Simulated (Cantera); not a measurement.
Feed: 1 mol SiHCl3, 3.3 mol NH3, 0.77 mol H2, held at 1450 K and 750 Torr.

Equilibrium computed with Cantera from the NASA thermochemical tables; the gas is ideal and each condensed phase is pure. Candidate condensed phases: NH4Cl, Si, Si3N4; 28 gas species. The tables' values for SiCl3 are old estimates; treat these amounts as uncertain. The numbers say what is thermodynamically allowed, not how fast it happens.

Question: What is the equilibrium state?

Answer: 
```json
{
  "x(H2)": "0.567",
  "x(HCl)": "0.297",
  "x(N2)": "0.122",
  "x(SiCl4)": "0.00893",
  "x(SiCl3)": "0.00178",
  "x(SiHCl3)": "0.00147",
  "x(SiCl2)": "0.00130",
  "x(SiH2Cl2)": "3.73e-5",
  "x(NH3)": "1.08e-5",
  "n(Si3N4(s))": "0.294 mol",
  "gas_amount": "8.683 mol",
  "log10 activity of Si(s) (absent)": "-2.57"
}
```
